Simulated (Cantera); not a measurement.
A Cantera script and what it prints.

```python
import numpy as np
import cantera as ct

gas_names = """
    AL ALCL ALCL2 ALCL3 ALH ALN AL2 AL2CL6 CL CL2 H HCL H2 N NH NH2 NH3 N2 N2H2 N2H4
""".split()
cond_names = """
    AL(cr) AL(L) ALCL3(s) ALCL3(L) ALN(s) NH4CL(a) NH4CL(b)
""".split()


# ... load() reads the species with a 1 bar reference pressure and builds the phases ...
atoms = {
    'AlN': {'AL': 1, 'N': 1},
    'HCl': {'H': 1, 'CL': 1},
    'H2': {'H': 2},
}
top_T = {'ALN(s)': 2750}  # K; cautious upper limits of use, not melting points


# ... equilibrate(T, P, feed) seeds the gas with the atoms and calls Mixture.equilibrate('TP', solver="vcs", rtol=1e-11, max_steps=5000) ...
results = []
feed = {'AlN': 1, 'HCl': 1.5, 'H2': 17}  # mol
P = 85000  # Pa
for T in [1723, 1748, 1773, 1798, 1823, 1848, 1873, 1898, 1923, 1948, 1973, 1998]:
    mix = equilibrate(T, P, feed)
    results.append((T, P, feed, dict(zip(mix.species_names, mix.species_moles))))

top = {s: max(r[3][s] / sum(r[3][g] for g in gas_names) for r in results) for s in gas_names}
cols = sorted((s for s in top if top[s] > 1e-05), key=lambda s: -top[s])[:7]
seen = [c for c in cond_names if any(r[3].get(c, 0) > 1e-12 for r in results)]
print("log10 of partial pressures in bar; condensed amounts in mol")
print(f"{'T/K':>10s}" + "".join(f"{s[:9]:>10s}" for s in cols + seen))
for T, P, feed, n in results:
    ng = sum(n[g] for g in gas_names)
    print(f"{T:10.4g}" + "".join(f"{np.log10(max(n[s] / ng * P / 1e5, 1e-99)):10.3f}" for s in cols)
          + "".join(f"{n.get(c, 0):10.4g}" for c in seen))
```

Output:

```
log10 of partial pressures in bar; condensed amounts in mol
       T/K        H2      ALCL       HCL        N2     ALCL3     ALCL2         H    ALN(s)
      1723    -0.102    -2.092    -1.534    -2.007    -2.121    -2.395    -3.790    0.5663
      1748    -0.103    -1.976    -1.547    -1.964    -2.176    -2.349    -3.693    0.5203
      1773    -0.104    -1.870    -1.564    -1.920    -2.243    -2.315    -3.598    0.4661
      1798    -0.106    -1.772    -1.586    -1.874    -2.323    -2.292    -3.506    0.4038
      1823    -0.108    -1.684    -1.613    -1.828    -2.419    -2.282    -3.417     0.334
      1848    -0.109    -1.605    -1.645    -1.783    -2.532    -2.286    -3.330     0.258
      1873    -0.111    -1.535    -1.685    -1.741    -2.664    -2.304    -3.246    0.1779
      1898    -0.113    -1.474    -1.731    -1.702    -2.816    -2.337    -3.163   0.09608
      1923    -0.115    -1.421    -1.785    -1.667    -2.989    -2.385    -3.083   0.01544
      1948    -0.115    -1.409    -1.784    -1.661    -3.090    -2.417    -3.005         0
      1973    -0.116    -1.405    -1.771    -1.661    -3.172    -2.445    -2.928         0
      1998    -0.116    -1.402    -1.759    -1.661    -3.254    -2.473    -2.853         0
```

Equilibrium computed with Cantera from the NASA thermochemical tables; the gas is ideal and each condensed phase is pure. The tables' values for AlCl2 are old estimates; treat these amounts as uncertain.
